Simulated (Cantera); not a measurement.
Cantera run:

```python
import numpy as np
import cantera as ct

gas_names = """
    CL CL2 H HCL H2 Si SiCL SiCL2 SiCL3 SiCL4 SiH SiHCL3 SiH2 SiH2CL2 SiH3 SiH3CL SiH4 Si2 Si3
""".split()
cond_names = """
    Si(cr) Si(L)
""".split()


def load(file, names, dense=False):
    # The tables refer to 1 bar. Condensed volumes are neglected.
    table = {s.name: s for s in ct.Species.list_from_file(file)}
    out = []
    for n in names:
        d = dict(table[n].input_data)
        d["thermo"] = dict(d["thermo"], **{"reference-pressure": 1e5})
        if dense:
            d["equation-of-state"] = {"model": "constant-volume", "density": "1e6 g/cm^3"}
        out.append(ct.Species.from_dict(d))
    return out


gas = ct.Solution(thermo="ideal-gas", species=load("nasa_gas.yaml", gas_names))
cond = {s.name: ct.Solution(thermo="fixed-stoichiometry", species=[s], name=s.name)
        for s in load("nasa_condensed.yaml", cond_names, dense=True)}
atoms = {
    'SiCl4': {'Si': 1, 'CL': 4},
    'Cl2': {'CL': 2},
    'H2': {'H': 2},
}
top_T = {}  # K; cautious upper limits of use, not melting points


def equilibrate(T, P, feed):
    n = {}
    for name, mol in feed.items():
        for a, k in atoms[name].items():
            n[a] = n.get(a, 0.0) + k * mol
    gas.TPX = T, P, n
    mass = sum(n.values()) * gas.mean_molecular_weight
    gas.equilibrate("TP")
    valid = [c for c in cond.values() if c.min_temp <= T <= top_T.get(c.name, c.max_temp)]
    mix = ct.Mixture([(gas, mass / gas.mean_molecular_weight)] + [(c, 0.0) for c in valid])
    mix.T, mix.P = T, P
    mix.equilibrate("TP", solver="vcs", rtol=1e-11, max_steps=5000)
    return mix


results = []
feed = {'SiCl4': 1, 'Cl2': 2.1, 'H2': 14}  # mol
P = 10000  # Pa
for T in [675, 775, 875, 975, 1075, 1175, 1275, 1375]:
    mix = equilibrate(T, P, feed)
    results.append((T, P, feed, dict(zip(mix.species_names, mix.species_moles))))
    x = sorted(zip(gas.X, gas.species_names), reverse=True)
    print(f"T = {T:g} K  P = {P:g} Pa  gas = {mix.phase_moles(0):.4g} mol")
    print("   x: " + "  ".join(f"{s} {v:.3e}" for v, s in x if v > 0.001))
    print("   condensed (mol): " + ("  ".join(f"{mix.phase(i).name} {mix.phase_moles(i):.4g}"
          for i in range(1, mix.n_phases) if mix.phase_moles(i) > 1e-12) or "none"))
```

It prints:

```
T = 675 K  P = 10000 Pa  gas = 17.1 mol
   x: H2 6.959e-01  HCL 2.456e-01  SiCL4 5.846e-02
   condensed (mol): none
T = 775 K  P = 10000 Pa  gas = 17.1 mol
   x: H2 6.958e-01  HCL 2.457e-01  SiCL4 5.837e-02
   condensed (mol): none
T = 875 K  P = 10000 Pa  gas = 17.1 mol
   x: H2 6.955e-01  HCL 2.460e-01  SiCL4 5.812e-02
   condensed (mol): none
T = 975 K  P = 10000 Pa  gas = 17.1 mol
   x: H2 6.949e-01  HCL 2.466e-01  SiCL4 5.751e-02
   condensed (mol): none
T = 1075 K  P = 10000 Pa  gas = 17.1 mol
   x: H2 6.936e-01  HCL 2.479e-01  SiCL4 5.616e-02  SiHCL3 1.953e-03
   condensed (mol): none
T = 1175 K  P = 10000 Pa  gas = 17.12 mol
   x: H2 6.904e-01  HCL 2.512e-01  SiCL4 5.298e-02  SiHCL3 3.433e-03  SiCL3 1.535e-03
   condensed (mol): none
T = 1275 K  P = 10000 Pa  gas = 17.2 mol
   x: H2 6.808e-01  HCL 2.611e-01  SiCL4 4.478e-02  SiCL3 4.970e-03  SiHCL3 4.713e-03  SiCL2 3.588e-03
   condensed (mol): none
T = 1375 K  P = 10000 Pa  gas = 17.43 mol
   x: H2 6.590e-01  HCL 2.836e-01  SiCL4 2.908e-02  SiCL2 1.435e-02  SiCL3 9.529e-03  SiHCL3 4.309e-03
   condensed (mol): none
```

Equilibrium computed with Cantera from the NASA thermochemical tables; the gas is ideal and each condensed phase is pure. The tables' values for SiCl3 are old estimates; treat these amounts as uncertain.
